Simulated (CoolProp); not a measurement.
The numbers come from the reference Helmholtz-energy equation of state, Lemmon 2006 in CoolProp. It is a short technical equation, of lower accuracy than the large ones.

Q: For C3F8 (R218), give the phase and the cv (kJ/(kg K)), viscosity (µPa s) at 214.9 K and 0.652 MPa; 370 K and 0.0426 MPa; 164.8 K and 0.134 MPa.

A: 
- 214.9 K and 0.652 MPa: liquid; cv 0.648, viscosity 643
- 370 K and 0.0426 MPa: gas; cv 0.847, viscosity 15.4
- 164.8 K and 0.134 MPa: liquid; cv 0.551, viscosity 2110

Viscosity comes from a separate model (Huber 2003), an estimate that may be off by 10 % or more.
